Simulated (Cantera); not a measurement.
Thermodynamics of fluorocarbon and chlorocarbon gases, feed CH3Cl + H2 + CH4

A closed system holds: 1 mol CH3Cl, 0.07 mol H2, 0.0073 mol CH4, held at 2725 °C and 54.0 Pa.

Cantera equilibrium calculation (NASA polynomials, part measured and part estimated; ideal gas, pure solids and liquids). Candidate condensed phases: C, C6H6, C7H8, C8H18; 91 gas species. Rates play no part.

| Quantity | Result |
|---|---|
| x(H) | 0.667 |
| x(Cl) | 0.214 |
| x(C3) | 0.0505 |
| x(C) | 0.0412 |
| x(C2) | 0.0115 |
| x(H2) | 0.00975 |
| x(HCl) | 0.00459 |
| x(C2H) | 0.00141 |
| x(C5) | 0.000184 |
| gas amount | 4.576 mol |
| log10 activity of C(graphite) (absent) | -0.35 |
